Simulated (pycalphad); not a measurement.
All values are pycalphad results on the COST 507 light-alloy database (1999) (1 atm), not direct measurements. The data set is of 1999 and partly superseded. Kinetics are ignored, which matters at the lower temperatures.

Molar enthalpy of Al-0.28Mn-0.21Si (at.%) in equilibrium (SER reference):

| T (°C) | H (kJ/mol) | phases |
|---|---|---|
| 1577 | 57.83 | liquid |
| 1502 | 55.44 | liquid |
| 1427 | 53.06 | liquid |
| 1352 | 50.67 | liquid |
| 1277 | 48.29 | liquid |
| 1202 | 45.91 | liquid |
| 1127 | 43.52 | liquid |
| 1052 | 41.14 | liquid |
| 977 | 38.76 | liquid |
| 902 | 36.37 | liquid |
| 827 | 33.99 | liquid |
| 752 | 31.61 | liquid |
| 702 | 30.02 | liquid |
| 677 | 29.23 | liquid |
| 627 | 16.93 | fcc + ALMNSI_ALPHA |
| 602 | 16.05 | fcc + ALMNSI_ALPHA |
| 527 | 13.54 | fcc + ALMNSI_ALPHA |
| 452 | 11.22 | fcc + ALMNSI_ALPHA |
| 377 | 9.02 | fcc + ALMNSI_ALPHA |
| 302 | 6.89 | fcc + ALMNSI_ALPHA |
| 227 | 4.83 | fcc + ALMNSI_ALPHA + diamond (Si) |

Cooling from 677 °C to 627 °C, across the freezing range, releases 12.3 kJ/mol, or 454 J/g. The slope is 32 J/(mol K) in the liquid and 36 J/(mol K) just below the solidus, where it includes any heat of precipitation. Liquidus 658 °C, solidus 646 °C. Changes were sought between steps of 25 K, so a narrower field can be missed.

Database names, with the compositions (at.%) that they take in these runs: ALMNSI_ALPHA: Al 71-73 Mn 17 Si 10-12.
